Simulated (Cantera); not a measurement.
Charge: 1 mol Fe2O3, 2.5 mol CH4, 1.3 mol H2, equilibrated at 55.5 Torr.

Cantera equilibrium calculation (NASA polynomials, part measured and part estimated; ideal gas, pure solids and liquids). Candidate condensed phases: C, C6H6, C7H8, C8H18, Fe, Fe(CO)5, FeO, Fe(OH)2, Fe(OH)3, Fe2O3, Fe3O4, H2O; 114 gas species. Kinetics and transport are ignored. All values below are at 1600 K.

Base state: H2 0.666, CO 0.277, H2O 0.0499, CO2 0.00691, H 0.000163, Fe 1.48e-5 (mole fractions); condensed: Fe(γ).

Question: What changes in the equilibrium state with this change: H2 from 1.3 to 4 mol?

Answer: 
| species | before | after |
|---|---|---|
| H2 | 0.666 | 0.743 |
| CO | 0.277 | 0.214 |
| H2O | 0.0499 | 0.0397 |
| Fe | 1.48e-5 | 1.48e-5 |
| CO2 | 0.00691 | 0.00380 |
| H | 0.000163 | 0.000172 |
| Fe(γ), mol | 2.00 | 2.00 |
